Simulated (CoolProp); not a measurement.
Properties of R141b at several states.

The numbers come from the reference Helmholtz-energy equation of state, Lemmon 2006 in CoolProp. It is a short technical equation, of lower accuracy than the large ones.

```csv
T (°C),p (MPa),phase,Z,cv (kJ/(kg K)),viscosity (µPa s)
38.85,3.41,liquid,0.1266,0.8185,363
222.65,0.0164,gas,0.9989,0.9216,15.4
186.55,0.709,gas,0.9342,0.8999,14.3
203.65,8.09,liquid,0.2938,0.9761,83.7
53.35,3.98,liquid,0.1444,0.8314,315
```

Viscosity comes from a separate model (Huber 2003), an estimate that may be off by 10 % or more.
